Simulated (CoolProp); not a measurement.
A simple Rankine cycle with trans-2-butene: condensing at 308.15 K, boiler at 1.92 MPa, turbine inlet 387.8 K, turbine efficiency 0.9, pump efficiency 0.8, no recuperator. Each further row changes one setting.

Values from CoolProp's reference Helmholtz-energy equation of state, Lemmon 2005. It is a short technical equation, of lower accuracy than the large ones.

```csv
case,thermal efficiency (%),net work (kJ/kg),heat in (kJ/kg),turbine exit temperature (K),volume ratio over the turbine
as stated,14.4,66.1,460,…,6.67
turbine inlet 407.8 K,…,74.0,510,344.9,6.32
condensing temperature 300.15 K,15.7,75.4,479,…,8.42
boiler pressure 1.34 MPa,12.1,59.0,485,339.4,4.27
turbine efficiency 0.8,12.7,…,460,325.6,6.79
```

Problem. Complete the blanks.

Solution. 
- as stated, turbine exit temperature (K): 321.2
- turbine inlet 407.8 K, thermal efficiency (%): 14.5
- condensing temperature 300.15 K, turbine exit temperature (K): 314.1
- turbine efficiency 0.8, net work (kJ/kg): 58.4
